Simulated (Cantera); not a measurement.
Charge: 1 mol MgSO4, 0.008 mol C, 0.047 mol O2, equilibrated at 45.0 Pa.

Method: chemical equilibrium by Gibbs-energy minimisation in Cantera with the NASA 1993 tables (ideal gas, pure condensed phases). Candidate condensed phases: C, Mg, MgCO3, MgO, MgS, MgSO4, S; 26 gas species. Kinetics and transport are ignored. All values below are at 898 K.

Base state: O2 0.828, CO2 0.170, SO2 0.00189, SO3 0.000251 (mole fractions); condensed: MgO(s) + MgSO4(s).

Question: What changes in the equilibrium state with this change: MgSO4 replaced by Mg(OH)2?

Answer: 
| species | before | after |
|---|---|---|
| H2O | 0 | 0.955 |
| O2 | 0.828 | 0.0372 |
| CO2 | 0.170 | 0.00764 |
| SO2 | 0.00189 | 0 |
| SO3 | 0.000251 | 0 |
| MgO(s), mol | 0.000101 | 1.00 |
| MgSO4(s), mol | 1.000 | 0 |
Further candidate phases: C6H6, C7H8, C8H18, H2O, Mg(OH)2.

Question: What changes in the equilibrium state with this change: MgSO4 replaced by CaCO3?

Answer: 
```json
[
 {"species": "CO2", "before": "0.170", "after": "0.963"},
 {"species": "O2", "before": "0.828", "after": "0.0372"},
 {"species": "SO2", "before": "0.00189", "after": "0"},
 {"species": "SO3", "before": "0.000251", "after": "0"},
 {"species": "MgO(s), mol", "before": "0.000101", "after": "0"},
 {"species": "MgSO4(s), mol", "before": "1.000", "after": "0"},
 {"species": "CaO(s), mol", "before": "0", "after": "1.00"}
]
```
Further candidate phases: Ca, CaCO3, CaO.
